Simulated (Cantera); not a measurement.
What does this Cantera script print?

```python
import numpy as np
import cantera as ct

gas_names = """
    F FO FO2 F2 F2O H HF HOF HO2 H2 H2F2 H2O H2O2 H3F3 H4F4 H5F5 H6F6 H7F7 Mg MgF MgF2 MgH MgO MgOH
    MgO2H2 Mg2 Mg2F4 O OH O2 O3
""".split()
cond_names = """
    H2O(s) H2O(L) Mg(cr) Mg(L) MgF2(s) MgF2(L) MgO(s) MgO(L) MgO2H2(s)
""".split()


# ... load() reads the species with a 1 bar reference pressure and builds the phases ...
atoms = {
    'MgF2': {'Mg': 1, 'F': 2},
    'H2O': {'H': 2, 'O': 1},
    'H2': {'H': 2},
}
top_T = {}  # K; cautious upper limits of use, not melting points


# ... equilibrate(T, P, feed) seeds the gas with the atoms and calls Mixture.equilibrate('TP', solver="vcs", rtol=1e-11, max_steps=5000) ...
results = []
T = 1700  # K
P = 0.29  # Pa
for m in [0.13, 0.29, 0.67, 1.5, 3.4, 7.8, 18, 40, 91, 210]:
    feed = {'MgF2': 1, 'H2O': 0.91, 'H2': m}  # mol
    mix = equilibrate(T, P, feed)
    results.append((T, P, feed, dict(zip(mix.species_names, mix.species_moles))))

top = {s: max(r[3][s] / sum(r[3][g] for g in gas_names) for r in results) for s in gas_names}
cols = sorted((s for s in top if top[s] > 0.001), key=lambda s: -top[s])[:9]
seen = [c for c in cond_names if any(r[3].get(c, 0) > 1e-12 for r in results)]
print("log10 of partial pressures in bar; condensed amounts in mol")
print(f"{'n(H2)':>10s}" + "".join(f"{s[:9]:>10s}" for s in cols + seen))
for T, P, feed, n in results:
    ng = sum(n[g] for g in gas_names)
    print(f"{feed['H2']:10.4g}" + "".join(f"{np.log10(max(n[s] / ng * P / 1e5, 1e-99)):10.3f}" for s in cols)
          + "".join(f"{n.get(c, 0):10.4g}" for c in seen))
```

Result:

```
log10 of partial pressures in bar; condensed amounts in mol
     n(H2)        H2        HF        Mg       H2O         H      MgF2       MgF        OH    MgO(s)
      0.13    -7.070    -5.621    -7.175    -6.916    -7.367    -6.782    -7.726    -8.500    0.8171
      0.29    -6.712    -5.653    -6.904    -6.830    -7.188    -6.932    -7.665    -8.592    0.7877
      0.67    -6.374    -5.723    -6.687    -6.709    -7.019    -7.193    -7.687    -8.640    0.7157
       1.5    -6.117    -5.848    -6.548    -6.590    -6.890    -7.561    -7.802    -8.651     0.562
       3.4    -5.938    -6.045    -6.463    -6.496    -6.800    -8.049    -8.003    -8.646    0.2187
       7.8    -5.772    -6.286    -6.590    -6.625    -6.718    -8.825    -8.455    -8.858         0
        18    -5.665    -6.575    -6.878    -6.918    -6.664    -9.798    -9.085    -9.204         0
        40    -5.617    -6.887    -7.189    -7.231    -6.640   -10.782    -9.733    -9.541         0
        91    -5.594    -7.228    -7.529    -7.571    -6.628   -11.825   -10.424    -9.893         0
       210    -5.583    -7.583    -7.884    -7.927    -6.623   -12.902   -11.140   -10.254         0
```

Method: chemical equilibrium by Gibbs-energy minimisation in Cantera with the NASA 1993 tables (ideal gas, pure condensed phases).
